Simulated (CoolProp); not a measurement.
Vapour-liquid equilibrium of carbon dioxide (1) + carbonyl sulfide (2) at -15.25 °C; x and y are mole fractions of (1).

Computed with CoolProp (multi-fluid Helmholtz-energy mixture model, Span 1996 and Lemmon 2006; pair parameters Bell 2016).

```csv
x,"bubble pressure, mixture model (bar)","bubble pressure, Raoult's law (bar)","y, mixture model","y, Raoult's law"
0.05,5.639,4.952,0.301,0.230
0.125,7.799,6.356,0.513,0.447
0.2,9.669,7.760,0.623,0.586
0.275,11.30,9.165,0.692,0.682
0.35,12.74,10.57,0.741,0.753
0.425,14.03,11.97,0.779,0.807
0.5,15.22,13.38,0.810,0.850
0.575,16.34,14.78,0.838,0.885
0.65,17.44,16.19,0.865,0.913
0.725,18.52,17.59,0.891,0.937
0.8,19.62,18.99,0.917,0.958
0.875,20.76,20.40,0.946,0.975
0.95,21.93,21.80,0.977,0.991
```

The largest gap from Raoult's law is +24.6 % in bubble pressure, at x = 0.2. No azeotrope shows between x = 0.05 and 0.95.

The pair parameters rest on a limited set of measurements; away from them the model extrapolates.
